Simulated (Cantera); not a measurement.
Thermodynamics of carbothermic reduction, feed Ta2O5 + C + H2 + CO

Charge: 1 mol Ta2O5, 1.4 mol C, 1.4 mol H2, 2.2 mol CO, held at 1750 K.

Method: chemical equilibrium by Gibbs-energy minimisation in Cantera with the NASA 1993 tables (ideal gas, pure condensed phases). Candidate condensed phases: C, C6H6, C7H8, C8H18, H2O, Ta, TaC, Ta2O5; 113 gas species. Mutual solubility and eutectic melting of coexisting phases are not modelled. TaC: taken at fixed stoichiometry. Condensed phases not in the tables: Ta2C, N, O or C dissolved in the metal. Equilibrium is a limit: real reactors are often held back by kinetics, nucleation or transport.

| P (Pa) | log p CO | log p H2 | log p H | log p H2O | log p CO2 | log p CH4 | log p TaO2 | n Ta(s) | n Ta2O5(s) | n TaC(s) |
|---|---|---|---|---|---|---|---|---|---|---|
| 10 | -4.15 | -4.57 | -5.92 | -7.85 | -7.99 | <-16 | -8.15 | 0.560 | 0.720 | 0 |
| 36 | -3.60 | -3.97 | -5.62 | -7.13 | -7.32 | -14.85 | -8.21 | 0 | 0.800 | 0.400 |
| 130 | -3.04 | -3.41 | -5.34 | -6.41 | -6.60 | -13.33 | -8.29 | 0 | 0.800 | 0.401 |
| 460 | -2.50 | -2.86 | -5.06 | -5.70 | -5.90 | -11.84 | -8.37 | 0 | 0.800 | 0.401 |
| 1700 | -1.93 | -2.29 | -4.78 | -4.97 | -5.17 | -10.30 | -8.45 | 0 | 0.799 | 0.401 |
| 6000 | -1.38 | -1.74 | -4.50 | -4.27 | -4.46 | -8.81 | -8.53 | 0 | 0.799 | 0.402 |
| 22000 | -0.82 | -1.18 | -4.22 | -3.54 | -3.74 | -7.28 | -8.61 | 0 | 0.799 | 0.403 |
| 77000 | -0.27 | -0.63 | -3.95 | -2.84 | -3.04 | -5.80 | -8.69 | 0 | 0.798 | 0.404 |
| 280000 | 0.29 | -0.07 | -3.67 | -2.12 | -2.32 | -4.28 | -8.77 | 0 | 0.797 | 0.406 |
| 1000000 | 0.84 | 0.48 | -3.39 | -1.41 | -1.61 | -2.79 | -8.85 | 0 | 0.796 | 0.408 |
log p: log10 of the partial pressure in bar; n: condensed amount in mol.

At 0.000100 bar the condensed part is Ta(s) + Ta2O5(s). From 0.000360 bar to 10.0 bar the condensed part is TaC(s) + Ta2O5(s).
